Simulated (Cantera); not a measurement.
Catalytic combustion on Pt

An isothermal plug-flow reactor at 800 K and 3300 Torr (inlet), inlet velocity 1 m/s, active area per volume 2300 1/m; feed 2.60 % CO, 3.62 % O2, 89.5 % N2, 4.30 % H2O, equivalence ratio 0.36.

Cantera simulation using Deutschmann's 1995 Pt surface mechanism with GRI-Mech 3.0 gas chemistry; the numbers are that mechanism's predictions, not measurements. Catalytic surfaces can have several steady states; this one follows from the mechanism file's or the stated starting coverage. Mass transfer to the wall is taken as infinitely fast.

| z (m) | x CO | x O2 | x H2O | x CO2 | θ free Pt | θ O* | θ OH* | θ CO* |
|---|---|---|---|---|---|---|---|---|
| 0.00012 | 0.0255 | 0.0360 | 0.0430 | 0.000542 | 0.0557 | 0.00368 | 0.000666 | 0.940 |
| 0.00021 | 0.0251 | 0.0358 | 0.0431 | 0.000954 | 0.0562 | 0.00373 | 0.000672 | 0.939 |
| 0.00037 | 0.0244 | 0.0354 | 0.0431 | 0.00170 | 0.0571 | 0.00381 | 0.000685 | 0.938 |
| 0.00066 | 0.0230 | 0.0348 | 0.0431 | 0.00309 | 0.0588 | 0.00397 | 0.000710 | 0.937 |
| 0.0012 | 0.0203 | 0.0334 | 0.0432 | 0.00586 | 0.0627 | 0.00437 | 0.000770 | 0.932 |
| 0.0021 | 0.0149 | 0.0308 | 0.0433 | 0.0113 | 0.0735 | 0.00560 | 0.000945 | 0.920 |
| 0.0037 | 0.000510 | 0.0238 | 0.0436 | 0.0259 | 0.0421 | 0.948 | 0.00935 | 0.000535 |
| 0.0066 | 2.77e-5 | 0.0235 | 0.0436 | 0.0264 | 0.0351 | 0.956 | 0.00857 | 1.99e-5 |
| 0.012 | 2.08e-7 | 0.0235 | 0.0436 | 0.0264 | 0.0348 | 0.957 | 0.00853 | 1.47e-7 |
x: gas mole fraction; θ: surface coverage.
